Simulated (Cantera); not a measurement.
# acetone + H2 + N2 (carbon deposition, reforming and gasification)

Charge: 1 mol acetone, 10 mol H2, 4.6 mol N2, equilibrated at 100 Torr.

Method: chemical equilibrium by Gibbs-energy minimisation in Cantera with the NASA 1993 tables (ideal gas, pure condensed phases). Candidate condensed phases: C, C6H6, C7H8, C8H18, H2O; 136 gas species. The feed counts by its element totals alone. The numbers say what is thermodynamically allowed, not how fast it happens.

```
T (K)  log p H2  log p N2  log p CH4  log p H  log p H2O  log p CO  log p HCN  n C(graphite)
-----  --------  --------  ---------  -------  ---------  --------  ---------  -------------
625       -1.26     -1.38      -1.56     <-12      -2.04     -5.34     -11.52              0
775       -1.12     -1.43      -1.92   -12.56      -2.27     -2.80      -8.58           1.27
925       -1.04     -1.47      -2.73   -10.11      -3.08     -2.20      -7.11           1.88
1075      -1.03     -1.48      -3.41    -8.35      -4.08     -2.15      -6.06           1.96
1225      -1.03     -1.48      -3.94    -7.02      -4.88     -2.15      -5.27           1.99
1375      -1.03     -1.48      -4.37    -5.98      -5.51     -2.14      -4.65           1.99
1525      -1.03     -1.48      -4.70    -5.14      -6.02     -2.14      -4.16           1.99
1675      -1.03     -1.48      -4.98    -4.45      -6.43     -2.14      -3.75           1.97
1825      -1.03     -1.48      -5.21    -3.87      -6.78     -2.14      -3.42           1.94
1975      -1.03     -1.49      -5.41    -3.38      -7.07     -2.15      -3.14           1.87
2125      -1.04     -1.49      -5.59    -2.96      -7.32     -2.15      -2.90           1.77
2275      -1.05     -1.50      -5.74    -2.60      -7.54     -2.15      -2.69           1.59
2425      -1.06     -1.51      -5.90    -2.28      -7.75     -2.15      -2.52           1.33
2575      -1.09     -1.53      -6.06    -2.01      -7.94     -2.16      -2.38          0.961
```
log p: log10 of the partial pressure in bar; n: condensed amount in mol.

At 625 K nothing is condensed. From 775 K to 2575 K the condensed part is C(graphite). The main C-bearing gas is CH4 at 625 K and CO at 2575 K. The share of C in condensed phases is highest at 1375 K (66.4 %) and lowest at 625 K (0.0 %).
